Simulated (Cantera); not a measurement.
Cantera run:

```python
import numpy as np
import cantera as ct

gas_names = [...]  # 77 gases of nasa_gas.yaml made of C, H, Ti
cond_names = """
    C(gr) C6H6(L) C7H8(L) C8H18(L),n-octa Ti(a) Ti(b) Ti(L) TiC(s) TiC(L)
""".split()


# ... load() reads the species with a 1 bar reference pressure and builds the phases ...
atoms = {
    'TiC': {'Ti': 1, 'C': 1},
    'C': {'C': 1},
    'H2': {'H': 2},
}
top_T = {'C(gr)': 4500}  # K; cautious upper limits of use, not melting points


# ... equilibrate(T, P, feed) seeds the gas with the atoms and calls Mixture.equilibrate('TP', solver="vcs", rtol=1e-11, max_steps=5000) ...
results = []
T = 2573  # K
P = 101325  # Pa
for m in [0.031, 0.064, 0.13, 0.26, 0.54, 1.1, 2.2, 4.5, 9.2]:
    feed = {'TiC': 1, 'C': 0.2, 'H2': m}  # mol
    mix = equilibrate(T, P, feed)
    results.append((T, P, feed, dict(zip(mix.species_names, mix.species_moles))))
    x = sorted(zip(gas.X, gas.species_names), reverse=True)
    print(f"T = {T:g} K  P = {P:g} Pa  n(H2) = {m:g} mol  gas = {mix.phase_moles(0):.4g} mol")
    print("   x: " + "  ".join(f"{s} {v:.3e}" for v, s in x if v > 1e-05))
    print("   condensed (mol): " + ("  ".join(f"{mix.phase(i).name} {mix.phase_moles(i):.4g}"
          for i in range(1, mix.n_phases) if mix.phase_moles(i) > 1e-12) or "none"))
```

Result:

```
T = 2573 K  P = 101325 Pa  n(H2) = 0.031 mol  gas = 0.03152 mol
   x: H2 9.524e-01  H 3.330e-02  C2H2,acetylene 1.389e-02  CH4 1.230e-04  C4H2 8.387e-05  CH3 7.604e-05  C2H 4.053e-05  C2H2,vinylidene 1.376e-05
   condensed (mol): C(gr) 0.1991  TiC(s) 1
T = 2573 K  P = 101325 Pa  n(H2) = 0.064 mol  gas = 0.06507 mol
   x: H2 9.524e-01  H 3.330e-02  C2H2,acetylene 1.389e-02  CH4 1.230e-04  C4H2 8.387e-05  CH3 7.604e-05  C2H 4.053e-05  C2H2,vinylidene 1.376e-05
   condensed (mol): C(gr) 0.1981  TiC(s) 1
T = 2573 K  P = 101325 Pa  n(H2) = 0.13 mol  gas = 0.1322 mol
   x: H2 9.524e-01  H 3.330e-02  C2H2,acetylene 1.389e-02  CH4 1.230e-04  C4H2 8.387e-05  CH3 7.604e-05  C2H 4.053e-05  C2H2,vinylidene 1.376e-05
   condensed (mol): C(gr) 0.1962  TiC(s) 1
T = 2573 K  P = 101325 Pa  n(H2) = 0.26 mol  gas = 0.2644 mol
   x: H2 9.524e-01  H 3.330e-02  C2H2,acetylene 1.389e-02  CH4 1.230e-04  C4H2 8.387e-05  CH3 7.604e-05  C2H 4.053e-05  C2H2,vinylidene 1.376e-05
   condensed (mol): C(gr) 0.1925  TiC(s) 1
T = 2573 K  P = 101325 Pa  n(H2) = 0.54 mol  gas = 0.5491 mol
   x: H2 9.524e-01  H 3.330e-02  C2H2,acetylene 1.389e-02  CH4 1.230e-04  C4H2 8.387e-05  CH3 7.604e-05  C2H 4.053e-05  C2H2,vinylidene 1.376e-05
   condensed (mol): C(gr) 0.1844  TiC(s) 1
T = 2573 K  P = 101325 Pa  n(H2) = 1.1 mol  gas = 1.118 mol
   x: H2 9.524e-01  H 3.330e-02  C2H2,acetylene 1.389e-02  CH4 1.230e-04  C4H2 8.387e-05  CH3 7.604e-05  C2H 4.053e-05  C2H2,vinylidene 1.376e-05
   condensed (mol): C(gr) 0.1682  TiC(s) 1
T = 2573 K  P = 101325 Pa  n(H2) = 2.2 mol  gas = 2.237 mol
   x: H2 9.524e-01  H 3.330e-02  C2H2,acetylene 1.389e-02  CH4 1.230e-04  C4H2 8.387e-05  CH3 7.604e-05  C2H 4.053e-05  C2H2,vinylidene 1.376e-05
   condensed (mol): C(gr) 0.1363  TiC(s) 1
T = 2573 K  P = 101325 Pa  n(H2) = 4.5 mol  gas = 4.576 mol
   x: H2 9.524e-01  H 3.330e-02  C2H2,acetylene 1.389e-02  CH4 1.230e-04  C4H2 8.387e-05  CH3 7.604e-05  C2H 4.053e-05  C2H2,vinylidene 1.376e-05
   condensed (mol): C(gr) 0.06975  TiC(s) 1
T = 2573 K  P = 101325 Pa  n(H2) = 9.2 mol  gas = 9.355 mol
   x: H2 9.559e-01  H 3.336e-02  C2H2,acetylene 1.045e-02  CH4 1.073e-04  CH3 6.620e-05  C4H2 4.733e-05  C2H 3.045e-05  C2H2,vinylidene 1.035e-05
   condensed (mol): TiC(s) 1
```

Cantera equilibrium calculation (NASA polynomials, part measured and part estimated; ideal gas, pure solids and liquids). TiC: taken at fixed stoichiometry.
